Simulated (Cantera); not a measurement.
Silicon epitaxy and polysilicon growth: Si3H8 + Cl2 + H2 + HCl

Charge: 1 mol Si3H8, 0.21 mol Cl2, 19 mol H2, 0.08 mol HCl, at 0.100 bar.

Cantera equilibrium calculation (NASA polynomials, part measured and part estimated; ideal gas, pure solids and liquids). Candidate condensed phases: Si; 19 gas species. The feed counts by its element totals alone. The tables' values for SiCl3 are old estimates; treat these amounts as uncertain. Kinetics and transport are ignored.

From 1025 K to 1275 K the condensed part is Si(s). The main Si-bearing gas is SiCl4 at 1025 K and SiCl2 at 1275 K.

```json
[
 {"T (K)": "1025", "x H2": "0.987", "x HCl": "0.00944", "x SiCl4": "0.00166", "x SiHCl3": "0.00150", "x SiCl2": "0.000161", "n Si(s)": "2.92"},
 {"T (K)": "1050", "x H2": "0.986", "x HCl": "0.0110", "x SiCl4": "0.00139", "x SiHCl3": "0.00129", "x SiCl2": "0.000228", "n Si(s)": "2.93"},
 {"T (K)": "1075", "x H2": "0.985", "x HCl": "0.0125", "x SiCl4": "0.00111", "x SiHCl3": "0.00109", "x SiCl2": "0.000310", "n Si(s)": "2.94"},
 {"T (K)": "1100", "x H2": "0.984", "x HCl": "0.0140", "x SiCl4": "0.000848", "x SiHCl3": "0.000881", "x SiCl2": "0.000404", "n Si(s)": "2.94"},
 {"T (K)": "1125", "x H2": "0.983", "x HCl": "0.0153", "x SiCl4": "0.000617", "x SiHCl3": "0.000688", "x SiCl2": "0.000504", "n Si(s)": "2.95"},
 {"T (K)": "1150", "x H2": "0.982", "x HCl": "0.0164", "x SiCl4": "0.000426", "x SiHCl3": "0.000518", "x SiCl2": "0.000603", "n Si(s)": "2.96"},
 {"T (K)": "1175", "x H2": "0.981", "x HCl": "0.0173", "x SiCl4": "0.000282", "x SiHCl3": "0.000377", "x SiCl2": "0.000694", "n Si(s)": "2.96"},
 {"T (K)": "1200", "x H2": "0.981", "x HCl": "0.0179", "x SiCl4": "0.000180", "x SiHCl3": "0.000268", "x SiCl2": "0.000773", "n Si(s)": "2.97"},
 {"T (K)": "1225", "x H2": "0.980", "x HCl": "0.0184", "x SiCl4": "0.000112", "x SiHCl3": "0.000187", "x SiCl2": "0.000840", "n Si(s)": "2.97"},
 {"T (K)": "1250", "x H2": "0.980", "x HCl": "0.0187", "x SiCl4": "6.92e-5", "x SiHCl3": "0.000129", "x SiCl2": "0.000895", "n Si(s)": "2.97"},
 {"T (K)": "1275", "x H2": "0.980", "x HCl": "0.0189", "x SiCl4": "4.26e-5", "x SiHCl3": "8.93e-5", "x SiCl2": "0.000941", "n Si(s)": "2.97"}
]
```
x: gas mole fraction; n: condensed amount in mol.
